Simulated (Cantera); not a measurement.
Input: 1 mol C2H2, 0.075 mol O2, equilibrated at 1727 °C and 0.330 bar.

These are equilibrium values from Cantera (NASA tables, ideal gas, pure condensed phases), not measurements of a reactor. Equilibrium is a limit: real reactors are often held back by kinetics, nucleation or transport.

```json
[
 {"species": "H2", "before": "0.866", "after": "0.831"},
 {"species": "CO", "before": "0.130", "after": "0.128"},
 {"species": "H", "before": "0.00263", "after": "0.0406"},
 {"species": "CH4", "before": "0.000105", "after": "3.91e-7"},
 {"species": "C2H2 (acetylene)", "before": "0.000665", "after": "0.000638"},
 {"species": "C(graphite), mol", "before": "1.85", "after": "1.85"}
]
```
Gas species are given as mole fractions.

Q: Name the change that produced these shifts.
(A) O2 from 0.075 to 0.67 mol
(B) pressure from 0.330 bar to 1.33 mbar
(C) temperature from 1727 °C to 825 °C
(D) O2 from 0.075 to 0.89 mol

A: B, pressure from 0.330 bar to 1.33 mbar
